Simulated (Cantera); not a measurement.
An isothermal, constant-pressure homogeneous reactor starts with CH₄ : H₂O = 1 : 0.72 (molar parts), at 1775 K and 0.120 bar. Integrator tolerance rtol = 1e-08.

Cantera simulation using GRI-Mech 3.0 (53 species, 325 reactions); the numbers are that mechanism's predictions, not measurements. GRI-Mech 3.0 stops at C3 and has no aromatics, soot or wall deposition, so with more carbon than oxygen in the feed, carbon stays in small species such as C2H2 where larger ones or solid carbon would form.

Problem. What does this change do: temperature 1775 to 1575 K?

Solution. 
```tsv
quantity	before	after
x(CH₄) at 4.00 s	0.00395 (gas-phase equilibrium 0.00108)	0.0335 (gas-phase equilibrium 0.00587)
x(H₂O) at 4.00 s	0.0130 (gas-phase equilibrium 3.10e-7)	0.184 (gas-phase equilibrium 3.91e-7)
x(CH₂O) at 4.00 s	1.73e-8 (gas-phase equilibrium 7.84e-9)	1.59e-7 (gas-phase equilibrium 8.13e-9)
x(CH₃) at 4.00 s	7.82e-5 (gas-phase equilibrium 2.13e-5)	0.000105 (gas-phase equilibrium 1.67e-5)
x(C₂H₆) at 4.00 s	1.15e-7 (gas-phase equilibrium 1.32e-8)	4.75e-6 (gas-phase equilibrium 2.08e-7)
x(OH) at 4.00 s	7.92e-7 (gas-phase equilibrium 1.87e-11)	1.02e-6 (gas-phase equilibrium 1.98e-12)
```

Problem. What does this change do: CH4 1 to 5.5 parts?

Solution. 
```
quantity                                             before                                     after
-----------------  ----------------------------------------  ----------------------------------------
x(CH₄) at 4.00 s    0.00395 (gas-phase equilibrium 0.00108)   0.00249 (gas-phase equilibrium 0.00236)
x(H₂O) at 4.00 s     0.0130 (gas-phase equilibrium 3.10e-7)   4.82e-5 (gas-phase equilibrium 3.92e-8)
x(CH₂O) at 4.00 s   1.73e-8 (gas-phase equilibrium 7.84e-9)   2.19e-9 (gas-phase equilibrium 2.17e-9)
x(CH₃) at 4.00 s    7.82e-5 (gas-phase equilibrium 2.13e-5)   4.88e-5 (gas-phase equilibrium 4.64e-5)
x(C₂H₆) at 4.00 s   1.15e-7 (gas-phase equilibrium 1.32e-8)   6.70e-8 (gas-phase equilibrium 6.28e-8)
x(OH) at 4.00 s    7.92e-7 (gas-phase equilibrium 1.87e-11)  2.90e-9 (gas-phase equilibrium 2.38e-12)
```
